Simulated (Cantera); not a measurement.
A closed system holds: 1 mol Si3N4, 0.01 mol H2O, 540 mol H2, equilibrated at 1.33 mbar.

These are equilibrium values from Cantera (NASA tables, ideal gas, pure condensed phases), not measurements of a reactor. Candidate condensed phases: H2O, Si, SiO2, Si2N2O, Si3N4; 35 gas species. Mutual solubility and eutectic melting of coexisting phases are not modelled. Equilibrium is a limit: real reactors are often held back by kinetics, nucleation or transport.

Q: At 1375 K, list the 4 most abundant gas species with their mole fractions, and the condensed phases.

A: H2 0.997, N2 0.00242, H 9.37e-5, SiO 1.85e-5. Condensed: Si(s) + Si3N4(s).
